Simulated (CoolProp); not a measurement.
Properties of decamethyltetrasiloxane (MD2M) along the isobar 33.6 bar (Tc = 326.2 °C, pc = 11.44 bar, ω = 0.635).

The numbers come from the reference Helmholtz-energy equation of state, Thol 2017 in CoolProp.

| T (°C) | phase | Z | cp (kJ/(kg K)) | cv (kJ/(kg K)) | Joule-Thomson coefficient (K/MPa) | fugacity coefficient |
|---|---|---|---|---|---|---|
| 239.45 | liquid | 0.3872 | 2.173 | 1.913 | -0.01512 | 0.09978 |
| 245.65 | liquid | 0.3872 | 2.184 | 1.924 | 0.01395 | 0.1106 |
| 251.95 | liquid | 0.3873 | 2.196 | 1.935 | 0.04577 | 0.1223 |
| 258.15 | liquid | 0.3877 | 2.207 | 1.946 | 0.07957 | 0.1345 |
| 264.45 | liquid | 0.3883 | 2.219 | 1.957 | 0.1168 | 0.1476 |
| 270.65 | liquid | 0.3891 | 2.231 | 1.967 | 0.1566 | 0.1611 |
| 276.85 | liquid | 0.3902 | 2.242 | 1.978 | 0.2000 | 0.1753 |
| 283.15 | liquid | 0.3915 | 2.255 | 1.988 | 0.2484 | 0.1904 |
| 289.35 | liquid | 0.3930 | 2.267 | 1.999 | 0.3010 | 0.2058 |
| 295.65 | liquid | 0.3949 | 2.280 | 2.009 | 0.3602 | 0.2221 |
| 301.85 | liquid | 0.3970 | 2.293 | 2.019 | 0.4253 | 0.2387 |
| 308.15 | liquid | 0.3995 | 2.307 | 2.029 | 0.4997 | 0.2561 |
| 314.35 | liquid | 0.4024 | 2.321 | 2.040 | 0.5824 | 0.2737 |
| 320.65 | liquid | 0.4057 | 2.336 | 2.050 | 0.6781 | 0.2920 |
| 326.85 | supercritical | 0.4094 | 2.352 | 2.060 | 0.7859 | 0.3104 |
